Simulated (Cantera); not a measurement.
What does this Cantera script print?

```python
import numpy as np
import cantera as ct

gas_names = """
    CL CLO CL2 Mg MgCL MgCL2 MgO Mg2 O O2 O3
""".split()
cond_names = """
    Mg(cr) Mg(L) MgCL2(s) MgCL2(L) MgO(s) MgO(L)
""".split()


# ... load() reads the species with a 1 bar reference pressure and builds the phases ...
atoms = {
    'MgO': {'Mg': 1, 'O': 1},
    'Cl2': {'CL': 2},
}
top_T = {}  # K; cautious upper limits of use, not melting points


# ... equilibrate(T, P, feed) seeds the gas with the atoms and calls Mixture.equilibrate('TP', solver="vcs", rtol=1e-11, max_steps=5000) ...
results = []
feed = {'MgO': 1, 'Cl2': 17}  # mol
P = 10000  # Pa
for T in [625, 700, 775, 850, 925, 1000, 1075, 1150, 1225, 1300, 1375, 1450]:
    mix = equilibrate(T, P, feed)
    results.append((T, P, feed, dict(zip(mix.species_names, mix.species_moles))))

top = {s: max(r[3][s] / sum(r[3][g] for g in gas_names) for r in results) for s in gas_names}
cols = sorted((s for s in top if top[s] > 0.0001), key=lambda s: -top[s])[:5]
seen = [c for c in cond_names if any(r[3].get(c, 0) > 1e-12 for r in results)]
print("log10 of partial pressures in bar; condensed amounts in mol")
print(f"{'T/K':>10s}" + "".join(f"{s[:9]:>10s}" for s in cols + seen))
for T, P, feed, n in results:
    ng = sum(n[g] for g in gas_names)
    print(f"{T:10.4g}" + "".join(f"{np.log10(max(n[s] / ng * P / 1e5, 1e-99)):10.3f}" for s in cols)
          + "".join(f"{n.get(c, 0):10.4g}" for c in seen))
```

Result:

```
log10 of partial pressures in bar; condensed amounts in mol
       T/K       CL2        CL     MgCL2        O2       CLO  MgCL2(s)  MgCL2(L)    MgO(s)
       625    -1.013    -7.788   -11.220    -2.519    -9.566         1         0         0
       700    -1.013    -6.687    -9.046    -2.519    -8.658         1         0         0
       775    -1.013    -5.796    -7.304    -2.519    -7.924         1         0         0
       850    -1.012    -5.060    -5.878    -2.561    -7.341    0.9091         0   0.09069
       925    -1.006    -4.440    -4.692    -2.877    -6.989    0.4418         0    0.5548
      1000    -1.005    -3.913    -3.721    -3.087    -6.663         0    0.2448     0.723
      1075    -1.010    -3.462    -3.024    -3.006    -6.254         0     0.175    0.6639
      1150    -1.025    -3.074    -2.499    -2.800    -5.836         0         0    0.4496
      1225    -1.047    -2.738    -2.247    -2.548    -5.438         0         0         0
      1300    -1.056    -2.434    -2.251    -2.553    -5.194         0         0         0
      1375    -1.071    -2.167    -2.258    -2.560    -4.981         0         0         0
      1450    -1.096    -1.932    -2.269    -2.572    -4.799         0         0         0
```

Equilibrium computed with Cantera from the NASA thermochemical tables; the gas is ideal and each condensed phase is pure. Mutual solubility and eutectic melting of coexisting phases are not modelled.
